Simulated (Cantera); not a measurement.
Thermodynamics of iron carbonyl, mercury and lead vapours, feed Pb + O₂ + N₂

Charge: 1 mol Pb, 1.3 mol O₂, 24 mol N₂, held at 3.20 mbar.

Equilibrium computed with Cantera from the NASA thermochemical tables; the gas is ideal and each condensed phase is pure. Candidate condensed phases: Pb, PbO, PbO₂, Pb₃O₄; 12 gas species. Gases not in the tables: (PbO)n polymers. Equilibrium is a limit: real reactors are often held back by kinetics, nucleation or transport.

```tsv
T (°C)	x N₂	x PbO	x O₂	x Pb	n PbO(red)	n PbO(yellow)	n PbO(l)
400	0.968	7.37e-12	0.0323	<1e-12	1.00	0	0
450	0.968	2.42e-10	0.0323	<1e-12	1.00	0	0
500	0.968	5.01e-9	0.0323	<1e-12	0	1.00	0
550	0.968	7.10e-8	0.0323	8.54e-12	0	1.000	0
600	0.968	7.37e-7	0.0323	2.54e-10	0	1.000	0
650	0.968	5.89e-6	0.0323	5.18e-9	0	1.000	0
700	0.968	3.78e-5	0.0323	7.71e-8	0	0.999	0
750	0.968	0.000201	0.0322	8.77e-7	0	0.995	0
800	0.967	0.000909	0.0322	7.91e-6	0	0.977	0
850	0.964	0.00358	0.0321	5.84e-5	0	0.910	0
900	0.956	0.0121	0.0320	0.000351	0	0	0.688
950	0.932	0.0339	0.0319	0.00168	0	0	0.0843
1000	0.929	0.0358	0.0323	0.00286	0	0	0
1050	0.928	0.0344	0.0330	0.00427	0	0	0
```
x: gas mole fraction; n: condensed amount in mol.

From 400 °C to 450 °C the condensed part is PbO(red). From 500 °C to 850 °C the condensed part is PbO(yellow). From 900 °C to 950 °C the condensed part is PbO(l). From 1000 °C to 1050 °C nothing is condensed.
